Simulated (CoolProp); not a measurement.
Tetradecamethylhexasiloxane (MD4M) along the isotherm 388.4 K: density (kg/m³) from the reference equation and from simpler models built on Tc = 653.2 K, pc = 0.8286 MPa, ω = 0.800; each cubic takes its own stable root.

Model: reference Helmholtz-energy equation of state, Thol 2019, in CoolProp.

```
p (MPa)   phase  reference
-------  ------  ---------
0.00655  liquid      798.6
0.0135   liquid      798.6
0.0276   liquid      798.6
0.0567   liquid      798.7
0.116    liquid      798.8
0.239    liquid      799.1
0.491    liquid      799.7
1.01     liquid      800.9
2.07     liquid      803.4
```

Question: How far does each simpler model (van der Waals, Redlich-Kwong, Peng-Robinson) lie from the reference over these 9 states: mean and median of the absolute difference, and the worst?

Answer: 
- van der Waals: mean 69.2 %, median 45.7 %, worst -99.9 % at 388.4 K and 0.00655 MPa
- Redlich-Kwong: mean 37.5 %, median 20.0 %, worst -99.9 % at 388.4 K and 0.00655 MPa
- Peng-Robinson: mean 2.0 %, median 2.0 %, worst -2.0 % at 388.4 K and 0.00655 MPa

At some of these states van der Waals, Redlich-Kwong gives the other phase, because its saturation line lies elsewhere.
